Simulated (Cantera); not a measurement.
Cantera run:

```python
import numpy as np
import cantera as ct

gas_names = """
    N N2 Zr ZrN
""".split()
cond_names = """
    Zr(a) Zr(b) Zr(L) ZrN(s) ZrN(L)
""".split()


# ... load() reads the species with a 1 bar reference pressure and builds the phases ...
atoms = {
    'ZrN': {'Zr': 1, 'N': 1},
    'N2': {'N': 2},
}
top_T = {}  # K; cautious upper limits of use, not melting points


# ... equilibrate(T, P, feed) seeds the gas with the atoms and calls Mixture.equilibrate('TP', solver="vcs", rtol=1e-11, max_steps=5000) ...
results = []
feed = {'ZrN': 1, 'N2': 2.8}  # mol
T = 2748.15  # K
P = 9200  # Pa
mix = equilibrate(T, P, feed)
results.append((T, P, feed, dict(zip(mix.species_names, mix.species_moles))))
x = sorted(zip(gas.X, gas.species_names), reverse=True)
print(f"T = {T:g} K  P = {P:g} Pa  gas = {mix.phase_moles(0):.4g} mol")
print("   x: " + "  ".join(f"{s} {v:.3e}" for v, s in x if v > 0.001))
print("   condensed (mol): " + ("  ".join(f"{mix.phase(i).name} {mix.phase_moles(i):.4g}"
      for i in range(1, mix.n_phases) if mix.phase_moles(i) > 1e-12) or "none"))
```

Output:

```
T = 2748.15 K  P = 9200 Pa  gas = 2.8 mol
   x: N2 1.000e+00
   condensed (mol): ZrN(s) 1
```

These are equilibrium values from Cantera (NASA tables, ideal gas, pure condensed phases), not measurements of a reactor. ZrN: taken at fixed stoichiometry.
